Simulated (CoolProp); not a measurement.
Vapour-liquid equilibrium of C2F6 (R116) (1) + R22 (2) at 238 K; x and y are mole fractions of (1).

Values from CoolProp's multi-fluid Helmholtz-energy mixture model, Lemmon 2006 and Kamei 1995; pair parameters Bell 2016.

| x | bubble pressure, mixture model (bar) | bubble pressure, Raoult's law (bar) | y, mixture model | y, Raoult's law |
|---|---|---|---|---|
| 0.05 | 2.508 | 1.566 | (withheld) | 0.205 |
| 0.15 | (withheld) | 2.076 | 0.685 | 0.463 |
| 0.25 | 4.713 | 2.586 | (withheld) | 0.620 |
| 0.35 | (withheld) | 3.096 | 0.771 | 0.725 |
| 0.45 | 5.349 | 3.606 | 0.789 | 0.800 |
| 0.55 | (withheld) | 4.116 | 0.807 | 0.857 |
| 0.65 | 5.757 | 4.626 | 0.828 | 0.901 |
| 0.75 | 5.970 | 5.136 | 0.857 | 0.936 |
| 0.85 | 6.181 | 5.646 | (withheld) | 0.965 |
| 0.95 | (withheld) | 6.156 | 0.959 | 0.989 |

Task: Complete the blanks.

Result: 
- 0.05, y, mixture model: 0.483
- 0.15, bubble pressure, mixture model (bar): 3.976
- 0.25, y, mixture model: 0.744
- 0.35, bubble pressure, mixture model (bar): 5.103
- 0.55, bubble pressure, mixture model (bar): 5.553
- 0.85, y, mixture model: 0.899
- 0.95, bubble pressure, mixture model (bar): 6.355

The largest gap from Raoult's law is +91.5 % in bubble pressure, at x = 0.15. No azeotrope shows between x = 0.05 and 0.95.

Pair parameters are fitted to limited data, so mixtures are less certain than the pure fluids. With so large a gap from Raoult's law the liquid may split in two, which this calculation doesn't test in full.
